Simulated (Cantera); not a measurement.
Adiabatic ignition

An adiabatic, constant-volume homogeneous reactor starts with 10.4 % CH₄, 18.8 % O₂, 70.8 % N₂, at 1248 K and 0.987 atm.

Cantera simulation using GRI-Mech 3.0 (53 species, 325 reactions); the numbers are that mechanism's predictions, not measurements.

| t (s) | T (K) | P (bar) | x CH₄ | x O₂ | x H₂ | x NO₂ | x C₂H₆ |
|---|---|---|---|---|---|---|---|
| 2.00e-6 | 1248 | 1.00 | 0.104 | 0.188 | 4.96e-11 | <1e-12 | <1e-12 |
| 5.44e-6 | 1248 | 1.00 | 0.104 | 0.188 | 1.82e-10 | <1e-12 | <1e-12 |
| 1.48e-5 | 1248 | 1.00 | 0.104 | 0.188 | 5.78e-10 | <1e-12 | <1e-12 |
| 4.03e-5 | 1248 | 1.000 | 0.104 | 0.188 | 1.89e-9 | <1e-12 | 5.54e-12 |
| 0.000110 | 1248 | 1.000 | 0.104 | 0.188 | 7.48e-9 | <1e-12 | 1.26e-10 |
| 0.000299 | 1248 | 1.000 | 0.104 | 0.188 | 4.42e-8 | <1e-12 | 3.68e-9 |
| 0.000813 | 1248 | 1.00 | 0.104 | 0.188 | 4.61e-7 | <1e-12 | 1.75e-7 |
| 0.00221 | 1248 | 1.00 | 0.103 | 0.188 | 4.98e-6 | <1e-12 | 6.50e-6 |
| 0.00602 | 1250 | 1.00 | 0.103 | 0.188 | 3.42e-5 | <1e-12 | 5.45e-5 |
| 0.0164 | 1262 | 1.01 | 0.101 | 0.187 | 0.000425 | <1e-12 | 0.000444 |
| 0.0446 | 2858 | 2.42 | <1e-12 | 0.0120 | 0.0250 | 2.09e-6 | <1e-12 |
| 0.121 | 2858 | 2.42 | <1e-12 | 0.0120 | 0.0250 | 2.09e-6 | <1e-12 |
| 0.331 | 2858 | 2.42 | <1e-12 | 0.0120 | 0.0250 | 2.09e-6 | <1e-12 |
| 0.900 | 2858 | 2.42 | <1e-12 | 0.0120 | 0.0250 | 2.09e-6 | <1e-12 |
x: mole fraction; the columns are a selection and need not sum to one.

The time of steepest temperature rise is 23.4 ms and the temperature at 0.900 s is 2858 K. The equilibrium temperature is 2858 K. The x(CH₄) at 0.900 s is <1e-12 (gas-phase equilibrium <1e-12) and the x(O₂) at 0.900 s is 0.0120 (gas-phase equilibrium 0.0120). The x(H₂) at 0.900 s is 0.0250 (gas-phase equilibrium 0.0250).
